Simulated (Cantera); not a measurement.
Hydrogen reduction and annealing atmospheres: PbS + H2

Charge: 1 mol PbS, 2.8 mol H2, at 0.0170 bar.

Cantera equilibrium calculation (NASA polynomials, part measured and part estimated; ideal gas, pure solids and liquids). Candidate condensed phases: Pb, PbS, S; 10 gas species. Mutual solubility and eutectic melting of coexisting phases are not modelled. Gases not in the tables: S3 to S7. The numbers say what is thermodynamically allowed, not how fast it happens.

From 848 K to 1148 K the condensed part is Pb(l) + PbS(s). From 1298 K to 2048 K nothing is condensed. The main Pb-bearing gas is PbS at 848 K and Pb at 2048 K.

```
T (K)   x H2    x PbS      x Pb      x S2    x H2S      x SH       x H  n Pb(l)  n PbS(s)
-----  -----  -------  --------  --------  -------  --------  --------  -------  --------
848    0.996  4.47e-5   1.76e-5  8.19e-10  0.00349   4.68e-9  1.46e-10  0.00971     0.990
998    0.978  0.00490  0.000911   8.86e-7   0.0167   7.49e-7   1.63e-8   0.0443     0.939
1148   0.791    0.151    0.0165  0.000149   0.0422   2.82e-5   4.89e-7   0.0876     0.351
1298   0.699    0.223    0.0396   0.00129   0.0369  0.000193   6.87e-6        0         0
1448   0.693    0.208    0.0531   0.00754   0.0370  0.000946   5.89e-5        0         0
1598   0.688    0.181    0.0759    0.0213   0.0304   0.00282  0.000339        0         0
1748   0.679    0.146     0.106    0.0383   0.0225   0.00608   0.00144        0         0
1898   0.666    0.109     0.137    0.0538   0.0159    0.0107   0.00489        0         0
2048   0.647   0.0769     0.163    0.0639   0.0111    0.0161    0.0138        0         0
```
x: gas mole fraction; n: condensed amount in mol.
